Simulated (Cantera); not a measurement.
Input: 1 mol CuO, a varied amount of CH4, 0.018 mol CO, at 1298.15 K and 100000 Pa.

Cantera equilibrium calculation (NASA polynomials, part measured and part estimated; ideal gas, pure solids and liquids). Candidate condensed phases: C, C6H6, C7H8, C8H18, Cu, CuO, Cu(OH)2, Cu2O, H2O; 113 gas species. The numbers say what is thermodynamically allowed, not how fast it happens.

Question: Which condensed phases are stable at each of these points (n(CH4) (mol)): 0.56, 0.69, 0.85, 1, 1.3, 1.6, 2, 2.4, 3?

Answer: 
| n(CH4) (mol) | condensed phases | Cu condensed (%) |
|---|---|---|
| 0.56 | Cu(s) | 100.0 |
| 0.69 | Cu(s) | 100.0 |
| 0.85 | Cu(s) | 100.0 |
| 1 | Cu(s) | 100.0 |
| 1.3 | C(graphite) + Cu(s) | 100.0 |
| 1.6 | C(graphite) + Cu(s) | 100.0 |
| 2 | C(graphite) + Cu(s) | 100.0 |
| 2.4 | C(graphite) + Cu(s) | 100.0 |
| 3 | C(graphite) + Cu(s) | 100.0 |

From 0.56 mol CH4 to 1 mol CH4 the condensed part is Cu(s). From 1.3 mol CH4 to 3 mol CH4 the condensed part is C(graphite) + Cu(s).
